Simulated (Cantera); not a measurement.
Roasting and sulfation: Na2CO3 + SO2 + CO2 + H2S

Input: 1 mol Na2CO3, 0.37 mol SO2, 0.19 mol CO2, 0.089 mol H2S, held at 1.00 bar.

These are equilibrium values from Cantera (NASA tables, ideal gas, pure condensed phases), not measurements of a reactor. Candidate condensed phases: C, C6H6, C7H8, C8H18, H2O, H2SO4, Na, NaOH, NaO2, Na2CO3, Na2O, Na2O2, Na2S, Na2SO4, S; 131 gas species. Mutual solubility and eutectic melting of coexisting phases are not modelled. Gases not in the tables: S3 to S7. Rates play no part.

```
T (K)  x CO2   x H2S   x H2O    x COS    x CO     x S2  n Na2CO3(s)  n Na2SO4(s)  n Na2S(s)  n Na2CO3(l)
-----  -----  ------  ------  -------  ------  -------  -----------  -----------  ---------  -----------
850    0.686   0.144  0.0110   0.0946  0.0151   0.0456        0.733        0.267          0            0
900    0.746   0.121  0.0229   0.0548  0.0218   0.0306        0.687        0.272     0.0412            0
950    0.786  0.0914  0.0431   0.0295  0.0290   0.0179        0.643        0.277     0.0802            0
1000   0.805  0.0607  0.0661   0.0163  0.0367   0.0107        0.608        0.281      0.111            0
1050   0.812  0.0365  0.0849  0.00935  0.0449  0.00661        0.583        0.284      0.133            0
1100   0.812  0.0209  0.0971  0.00561  0.0535  0.00426        0.567        0.286      0.147            0
1150   0.806  0.0128   0.103  0.00377  0.0625  0.00330            0        0.288      0.153        0.559
```
x: gas mole fraction; n: condensed amount in mol.

At 850 K the condensed part is Na2CO3(s) + Na2SO4(s). From 900 K to 1100 K the condensed part is Na2CO3(s) + Na2S(s) + Na2SO4(s). At 1150 K the condensed part is Na2CO3(l) + Na2S(s) + Na2SO4(s).
